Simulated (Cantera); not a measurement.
Cantera run:

```python
import numpy as np
import cantera as ct

gas_names = """
    H HNO HNO2 HNO3 HO2 H2 H2O H2O2 N NH NH2 NH3 NH2OH NO NO2 NO3 N2 N2H2 N2H4 N2O O OH O2 O3 Si SiH
    SiH2 SiH3 SiH4 SiN SiO SiO2 Si2 Si2N Si3
""".split()
cond_names = """
    H2O(s) H2O(L) Si(cr) Si(L) SiO2(Lqz) SiO2(hqz) SiO2(L) Si2N2O(s) Si3N4(a)
""".split()


# ... load() reads the species with a 1 bar reference pressure and builds the phases ...
atoms = {
    'Si3N4': {'Si': 3, 'N': 4},
    'O2': {'O': 2},
    'H2': {'H': 2},
    'H2O': {'H': 2, 'O': 1},
}
top_T = {'Si2N2O(s)': 2100, 'Si3N4(a)': 2400}  # K; cautious upper limits of use, not melting points


# ... equilibrate(T, P, feed) seeds the gas with the atoms and calls Mixture.equilibrate('TP', solver="vcs", rtol=1e-11, max_steps=5000) ...
results = []
feed = {'Si3N4': 1, 'O2': 0.9, 'H2': 50, 'H2O': 0.031}  # mol
T = 2150  # K
P = 57000  # Pa
mix = equilibrate(T, P, feed)
results.append((T, P, feed, dict(zip(mix.species_names, mix.species_moles))))
x = sorted(zip(gas.X, gas.species_names), reverse=True)
print(f"T = {T:g} K  P = {P:g} Pa  gas = {mix.phase_moles(0):.4g} mol")
print("   x: " + "  ".join(f"{s} {v:.3e}" for v, s in x if v > 0.001))
print("   condensed (mol): " + ("  ".join(f"{mix.phase(i).name} {mix.phase_moles(i):.4g}"
      for i in range(1, mix.n_phases) if mix.phase_moles(i) > 1e-12) or "none"))
```

Result:

```
T = 2150 K  P = 57000 Pa  gas = 54.03 mol
   x: H2 9.230e-01  N2 3.700e-02  SiO 3.388e-02  H 5.367e-03
   condensed (mol): Si(L) 1.126
```

Equilibrium computed with Cantera from the NASA thermochemical tables; the gas is ideal and each condensed phase is pure. The tables' values for SiN are old estimates; treat these amounts as uncertain. Gases not in the tables: Si2H6 and higher silanes.
